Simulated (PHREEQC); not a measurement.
A PHREEQC input (ion-association model, phreeqc.dat):

```
SOLUTION 1
  temp 25
  units mg/L
  pH 8.14
  pe 10.4
  Na 42.1
  K 0.375 charge
  Ca 171
  Mg 22.9
  Cl 288
  S(6) 21.6 as SO4
  Alkalinity 195 as HCO3
  F 0.0764
END
USE solution 1
EQUILIBRIUM_PHASES 1
  Quartz 0 0.5
  CO2(g) -3.4 10
END
```

It stops with these messages:

```
WARNING: Maximum iterations exceeded, 100
WARNING: Maximum iterations exceeded, 100
WARNING: The program has failed to converge to a numerical solution.
ERROR:           Alkalinity has not converged. Total: 3.198091e-03	Calculated: 3.673594e-03	Residual: -4.755035e-04
ERROR: Is non-carbonate alkalinity greater than total alkalinity?
ERROR: Model failed to converge for initial solution  1.
```

Task: What went wrong, and how is it mended?

Result: The fault: charge balance asked on the minor ion K. The line should read `K 0.375` where the input has `K 0.375 charge`. With the mend the run ends at pH 8.58 and ionic strength 0.0165 mol/kgw.
